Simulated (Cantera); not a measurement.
Cantera run, input and output.

```python
import numpy as np
import cantera as ct

gas = ct.Solution("gri30.yaml")
gas.TPX = 1523, 950000, {'CO': 0.017, 'O2': 0.077, 'H2O': 0.00097, 'N2': 1}
inlet = ct.Reservoir(gas, clone=True)

reactor = ct.IdealGasConstPressureReactor(gas, energy="off", clone=False)
exhaust = ct.Reservoir(gas, clone=True)
tau = [16, 7.7, 3.6, 1.7, 0.81, 0.38, 0.18, 0.084, 0.04, 0.019, 0.0088][0]
for a, b in ((inlet, reactor), (reactor, exhaust)):
    ct.MassFlowController(a, b, mdot=lambda t: reactor.mass / tau)
net = ct.ReactorNet([reactor])
show = ['CO', 'O2', 'H2O', 'N2O', 'CO2', 'H2', 'OH']

rows = []
print(f"{'tau/s':>10s}{'T/K':>9s}" + "".join(f"{s:>11s}" for s in show))
for tau in [16, 7.7, 3.6, 1.7, 0.81, 0.38, 0.18, 0.084, 0.04, 0.019, 0.0088]:
    net.initial_time = 0.0
    net.advance(30 * tau)
    before = gas.X
    net.advance(40 * tau)
    drift = np.max(np.abs(gas.X - before) / (gas.X + 1e-9))
    rows.append([gas.T, *gas[show].X, drift])
    print(f"{tau:10.3e}{gas.T:9.1f}" + "".join(f"{x:11.3e}" for x in gas[show].X))
```

Result:

```
     tau/s      T/K         CO         O2        H2O        N2O        CO2         H2         OH
 1.600e+01   1523.0  6.589e-06  6.304e-02  8.900e-04  3.537e-07  1.564e-02  7.281e-09  5.457e-06
 7.700e+00   1523.0  1.161e-05  6.304e-02  8.896e-04  4.921e-07  1.564e-02  1.051e-08  6.374e-06
 3.600e+00   1523.0  2.069e-05  6.305e-02  8.889e-04  7.159e-07  1.563e-02  1.596e-08  7.595e-06
 1.700e+00   1523.0  3.639e-05  6.305e-02  8.881e-04  1.054e-06  1.561e-02  2.471e-08  9.087e-06
 8.100e-01   1523.0  6.344e-05  6.306e-02  8.872e-04  1.553e-06  1.558e-02  3.876e-08  1.087e-05
 3.800e-01   1523.0  1.118e-04  6.308e-02  8.859e-04  2.298e-06  1.553e-02  6.244e-08  1.303e-05
 1.800e-01   1523.0  1.952e-04  6.312e-02  8.845e-04  3.333e-06  1.545e-02  1.016e-07  1.557e-05
 8.400e-02   1523.0  3.436e-04  6.318e-02  8.826e-04  4.720e-06  1.530e-02  1.690e-07  1.864e-05
 4.000e-02   1523.0  5.914e-04  6.329e-02  8.802e-04  6.304e-06  1.505e-02  2.797e-07  2.217e-05
 1.900e-02   1523.0  1.007e-03  6.348e-02  8.773e-04  7.870e-06  1.463e-02  4.629e-07  2.638e-05
 8.800e-03   1523.0  1.709e-03  6.379e-02  8.733e-04  9.077e-06  1.392e-02  7.676e-07  3.152e-05
```

Detailed kinetics in Cantera: GRI-Mech 3.0 (53 species, 325 reactions).
